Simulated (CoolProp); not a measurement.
Methane at 364.76 K and 7.63 MPa flows at 23 m/s in a round tube of 1 mm bore and 45 µm roughness, fully developed (64/Re and Nu = 3.66 if laminar; Colebrook and Gnielinski if turbulent). Each further row changes one setting.

The numbers come from the reference Helmholtz-energy equation of state, Setzmann 1991 in CoolProp.

```csv
case,Reynolds number,Darcy friction factor,pressure drop (Pa/m),heat-transfer coefficient (W/(m² K)),mass flow (kg/h)
as stated,67200,0.0685,767000,___,2.75
velocity 46 m/s,134000,___,3060000,___,5.51
diameter 2 mm,134000,0.0512,287000,19400,11.0
```

Question: What belongs in the gaps?

Answer: 
- as stated, heat-transfer coefficient (W/(m² K)): 26500
- velocity 46 m/s, Darcy friction factor: 0.0684
- velocity 46 m/s, heat-transfer coefficient (W/(m² K)): 53200

Viscosity comes from a separate model (Quiñones-Cisneros 2006). Thermal conductivity comes from a separate model (Friend 1989).
